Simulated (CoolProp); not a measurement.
Vapour pressure (bar) of C3F8 (R218): the reference equation beside estimates from Tc = 345.0 K, pc = 26.40 bar, ω = 0.317. Clausius-Clapeyron is anchored at 275 K with a constant enthalpy of vaporisation of 16.72 kJ/mol.

Computed with CoolProp (reference Helmholtz-energy equation of state, Lemmon 2006). It is a short technical equation, of lower accuracy than the large ones.

```json
[
 {"T (K)": "261.2", "reference": "2.756", "Clausius-Clapeyron": "2.990", "van der Waals": "7.802", "Redlich-Kwong": "4.327", "Soave-Redlich-Kwong": "2.772", "Peng-Robinson": "2.744"},
 {"T (K)": "264.6", "reference": "3.109", "Clausius-Clapeyron": "3.301", "van der Waals": "8.301", "Redlich-Kwong": "4.771", "Soave-Redlich-Kwong": "3.129", "Peng-Robinson": "3.095"},
 {"T (K)": "268.1", "reference": "3.506", "Clausius-Clapeyron": "3.645", "van der Waals": "8.835", "Redlich-Kwong": "5.260", "Soave-Redlich-Kwong": "3.533", "Peng-Robinson": "3.492"},
 {"T (K)": "271.6", "reference": "3.940", "Clausius-Clapeyron": "4.015", "van der Waals": "9.390", "Redlich-Kwong": "5.783", "Soave-Redlich-Kwong": "3.975", "Peng-Robinson": "3.927"},
 {"T (K)": "275", "reference": "4.400", "Clausius-Clapeyron": "4.400", "van der Waals": "9.950", "Redlich-Kwong": "6.325", "Soave-Redlich-Kwong": "4.444", "Peng-Robinson": "4.387"},
 {"T (K)": "278.5", "reference": "4.913", "Clausius-Clapeyron": "4.823", "van der Waals": "10.55", "Redlich-Kwong": "6.918", "Soave-Redlich-Kwong": "4.968", "Peng-Robinson": "4.903"},
 {"T (K)": "282", "reference": "5.471", "Clausius-Clapeyron": "5.275", "van der Waals": "11.17", "Redlich-Kwong": "7.548", "Soave-Redlich-Kwong": "5.537", "Peng-Robinson": "5.463"},
 {"T (K)": "285.4", "reference": "6.056", "Clausius-Clapeyron": "5.743", "van der Waals": "11.79", "Redlich-Kwong": "8.197", "Soave-Redlich-Kwong": "6.136", "Peng-Robinson": "6.053"},
 {"T (K)": "288.9", "reference": "6.706", "Clausius-Clapeyron": "6.254", "van der Waals": "12.46", "Redlich-Kwong": "8.904", "Soave-Redlich-Kwong": "6.801", "Peng-Robinson": "6.709"},
 {"T (K)": "292.4", "reference": "7.407", "Clausius-Clapeyron": "6.798", "van der Waals": "13.15", "Redlich-Kwong": "9.651", "Soave-Redlich-Kwong": "7.519", "Peng-Robinson": "7.417"},
 {"T (K)": "295.9", "reference": "8.161", "Clausius-Clapeyron": "7.374", "van der Waals": "13.86", "Redlich-Kwong": "10.44", "Soave-Redlich-Kwong": "8.291", "Peng-Robinson": "8.181"},
 {"T (K)": "299.3", "reference": "8.946", "Clausius-Clapeyron": "7.966", "van der Waals": "14.57", "Redlich-Kwong": "11.25", "Soave-Redlich-Kwong": "9.097", "Peng-Robinson": "8.977"},
 {"T (K)": "302.8", "reference": "9.813", "Clausius-Clapeyron": "8.609", "van der Waals": "15.33", "Redlich-Kwong": "12.12", "Soave-Redlich-Kwong": "9.984", "Peng-Robinson": "9.857"},
 {"T (K)": "306.3", "reference": "10.74", "Clausius-Clapeyron": "9.287", "van der Waals": "16.11", "Redlich-Kwong": "13.04", "Soave-Redlich-Kwong": "10.93", "Peng-Robinson": "10.80"},
 {"T (K)": "309.7", "reference": "11.70", "Clausius-Clapeyron": "9.981", "van der Waals": "16.89", "Redlich-Kwong": "13.97", "Soave-Redlich-Kwong": "11.92", "Peng-Robinson": "11.78"}
]
```

Absolute difference from the reference over all 15 rows, mean and median: Clausius-Clapeyron 7.1 and 6.7 %, van der Waals 101.8 and 94.7 %, Redlich-Kwong 36.4 and 35.4 %, Soave-Redlich-Kwong 1.3 and 1.3 %, Peng-Robinson 0.3 and 0.3 %.
